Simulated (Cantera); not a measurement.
Cantera run:

```python
import numpy as np
import cantera as ct

gas_names = """
    Electron F F+ F- F2 H H+ H- HF H2 H2+ H2- H2F2 H3F3 H4F4 H5F5 H6F6 H7F7 N N+ N- NF NF2 NF3 NH NH+
    NH2 NH3 NH4+ N2 N2+ N2- N2H2 N2H4
""".split()
cond_names = """

""".split()


# ... load() reads the species with a 1 bar reference pressure and builds the phases ...
atoms = {
    'NF3': {'N': 1, 'F': 3},
    'H2': {'H': 2},
    'N2': {'N': 2},
}
top_T = {}  # K; cautious upper limits of use, not melting points


# ... equilibrate(T, P, feed) seeds the gas with the atoms and calls Mixture.equilibrate('TP', solver="vcs", rtol=1e-11, max_steps=5000) ...
results = []
feed = {'NF3': 1, 'H2': 0.38, 'N2': 0.86}  # mol
P = 7500000  # Pa
for T in [2500, 2750, 3000, 3250, 3500, 3750, 4000, 4250, 4500, 4750, 5000]:
    mix = equilibrate(T, P, feed)
    results.append((T, P, feed, dict(zip(mix.species_names, mix.species_moles))))

top = {s: max(r[3][s] / sum(r[3][g] for g in gas_names) for r in results) for s in gas_names}
cols = sorted((s for s in top if top[s] > 0.001), key=lambda s: -top[s])[:8]
seen = [c for c in cond_names if any(r[3].get(c, 0) > 1e-12 for r in results)]
print("log10 of partial pressures in bar; condensed amounts in mol")
print(f"{'T/K':>10s}" + "".join(f"{s[:9]:>10s}" for s in cols + seen))
for T, P, feed, n in results:
    ng = sum(n[g] for g in gas_names)
    print(f"{T:10.4g}" + "".join(f"{np.log10(max(n[s] / ng * P / 1e5, 1e-99)):10.3f}" for s in cols)
          + "".join(f"{n.get(c, 0):10.4g}" for c in seen))
```

It prints:

```
log10 of partial pressures in bar; condensed amounts in mol
       T/K         F        N2        HF        F2         H         N
      2500     1.571     1.374     1.121    -0.073    -6.329    -5.847
      2750     1.579     1.372     1.119    -0.382    -5.213    -4.934
      3000     1.582     1.370     1.118    -0.647    -4.276    -4.171
      3250     1.584     1.370     1.117    -0.875    -3.480    -3.525
      3500     1.584     1.370     1.117    -1.072    -2.796    -2.970
      3750     1.585     1.369     1.116    -1.245    -2.201    -2.488
      4000     1.585     1.369     1.116    -1.398    -1.680    -2.066
      4250     1.586     1.369     1.114    -1.533    -1.221    -1.694
      4500     1.586     1.368     1.110    -1.655    -0.815    -1.362
      4750     1.587     1.366     1.102    -1.764    -0.456    -1.065
      5000     1.589     1.363     1.086    -1.861    -0.143    -0.798
```

These are equilibrium values from Cantera (NASA tables, ideal gas, pure condensed phases), not measurements of a reactor. The ideal-gas law is rough above about 30 bar.
